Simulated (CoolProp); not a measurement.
Saturation properties of oxygen (Tc = 154.6 K, pc = 5.046 MPa, ω = 0.022).

Values from CoolProp's reference Helmholtz-energy equation of state, Schmidt 1985.

```json
[
 {"T (K)": "70.9", "p (MPa)": "0.007359", "vapour density (kg/m³)": "0.4013", "enthalpy of vaporisation (kJ/kg)": "229.8", "liquid cp (kJ/(kg K))": "1.678", "liquid viscosity (µPa s)": "359", "liquid conductivity (mW/(m K))": "178"},
 {"T (K)": "75.5", "p (MPa)": "0.01572", "vapour density (kg/m³)": "0.8079", "enthalpy of vaporisation (kJ/kg)": "226.1", "liquid cp (kJ/(kg K))": "1.679", "liquid viscosity (µPa s)": "303", "liquid conductivity (mW/(m K))": "172"},
 {"T (K)": "80", "p (MPa)": "0.03012", "vapour density (kg/m³)": "1.468", "enthalpy of vaporisation (kJ/kg)": "222.3", "liquid cp (kJ/(kg K))": "1.682", "liquid viscosity (µPa s)": "261", "liquid conductivity (mW/(m K))": "165"},
 {"T (K)": "84.5", "p (MPa)": "0.05353", "vapour density (kg/m³)": "2.488", "enthalpy of vaporisation (kJ/kg)": "218.4", "liquid cp (kJ/(kg K))": "1.687", "liquid viscosity (µPa s)": "228", "liquid conductivity (mW/(m K))": "159"},
 {"T (K)": "89.1", "p (MPa)": "0.09030", "vapour density (kg/m³)": "4.019", "enthalpy of vaporisation (kJ/kg)": "214.1", "liquid cp (kJ/(kg K))": "1.697", "liquid viscosity (µPa s)": "200", "liquid conductivity (mW/(m K))": "152"},
 {"T (K)": "93.6", "p (MPa)": "0.1428", "vapour density (kg/m³)": "6.122", "enthalpy of vaporisation (kJ/kg)": "209.6", "liquid cp (kJ/(kg K))": "1.710", "liquid viscosity (µPa s)": "178", "liquid conductivity (mW/(m K))": "146"},
 {"T (K)": "98.1", "p (MPa)": "0.2159", "vapour density (kg/m³)": "8.965", "enthalpy of vaporisation (kJ/kg)": "204.8", "liquid cp (kJ/(kg K))": "1.728", "liquid viscosity (µPa s)": "160", "liquid conductivity (mW/(m K))": "139"},
 {"T (K)": "102.6", "p (MPa)": "0.3141", "vapour density (kg/m³)": "12.70", "enthalpy of vaporisation (kJ/kg)": "199.5", "liquid cp (kJ/(kg K))": "1.752", "liquid viscosity (µPa s)": "144", "liquid conductivity (mW/(m K))": "133"},
 {"T (K)": "107.2", "p (MPa)": "0.4457", "vapour density (kg/m³)": "17.64", "enthalpy of vaporisation (kJ/kg)": "193.6", "liquid cp (kJ/(kg K))": "1.783", "liquid viscosity (µPa s)": "129", "liquid conductivity (mW/(m K))": "126"},
 {"T (K)": "111.7", "p (MPa)": "0.6099", "vapour density (kg/m³)": "23.76", "enthalpy of vaporisation (kJ/kg)": "187.2", "liquid cp (kJ/(kg K))": "1.823", "liquid viscosity (µPa s)": "117", "liquid conductivity (mW/(m K))": "119"},
 {"T (K)": "116.2", "p (MPa)": "0.8143", "vapour density (kg/m³)": "31.42", "enthalpy of vaporisation (kJ/kg)": "180.2", "liquid cp (kJ/(kg K))": "1.873", "liquid viscosity (µPa s)": "106", "liquid conductivity (mW/(m K))": "113"},
 {"T (K)": "120.8", "p (MPa)": "1.070", "vapour density (kg/m³)": "41.16", "enthalpy of vaporisation (kJ/kg)": "172.2", "liquid cp (kJ/(kg K))": "1.940", "liquid viscosity (µPa s)": "95.7", "liquid conductivity (mW/(m K))": "106"},
 {"T (K)": "125.3", "p (MPa)": "1.373", "vapour density (kg/m³)": "52.98", "enthalpy of vaporisation (kJ/kg)": "163.5", "liquid cp (kJ/(kg K))": "2.027", "liquid viscosity (µPa s)": "86.5", "liquid conductivity (mW/(m K))": "99.5"},
 {"T (K)": "129.8", "p (MPa)": "1.732", "vapour density (kg/m³)": "67.64", "enthalpy of vaporisation (kJ/kg)": "153.6", "liquid cp (kJ/(kg K))": "2.147", "liquid viscosity (µPa s)": "77.9", "liquid conductivity (mW/(m K))": "92.9"}
]
```

It boils at 90.2 K under 1 atm.

Viscosity comes from a separate model (Lemmon 2004). Thermal conductivity comes from a separate model (Lemmon 2004).
